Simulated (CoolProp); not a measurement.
Vapour-liquid equilibrium of n-butane (1) + acetone (2) at 51.05 °C; x and y are mole fractions of (1).

Computed with CoolProp (multi-fluid Helmholtz-energy mixture model, Bücker 2006 and Lemmon 2006; pair parameters Bell 2016).

| x | bubble pressure (kPa) | y at the bubble point | dew pressure at overall composition x (kPa) | liquid density (mol/L) |
|---|---|---|---|---|
| 0.05 | 159.7 | 0.478 | 89.51 | 12.75 |
| 0.15 | … | 0.710 | 99.88 | … |
| 0.25 | 346.3 | … | 112.8 | … |
| 0.35 | 391.5 | 0.817 | 129.6 | 11.37 |
| 0.45 | 419.6 | … | 152.0 | 10.96 |
| 0.55 | 438.8 | 0.852 | 183.7 | 10.58 |
| 0.65 | … | 0.866 | 231.4 | 10.23 |
| 0.75 | … | 0.885 | 310.0 | 9.917 |
| 0.85 | 487.9 | 0.914 | 437.0 | 9.641 |
| 0.95 | 503.8 | 0.963 | 500.7 | … |

Problem. Fill in the missing entries.

Solution. 
- 0.15, bubble pressure (kPa): 273.0
- 0.15, liquid density (mol/L): 12.27
- 0.25, y at the bubble point: 0.782
- 0.25, liquid density (mol/L): 11.81
- 0.45, y at the bubble point: 0.837
- 0.65, bubble pressure (kPa): 454.9
- 0.75, bubble pressure (kPa): 470.9
- 0.95, liquid density (mol/L): 9.408

No azeotrope shows between x = 0.05 and 0.95.

Pair parameters are fitted to limited data, so mixtures are less certain than the pure fluids. With so large a gap from Raoult's law the liquid may split in two, which this calculation doesn't test in full.
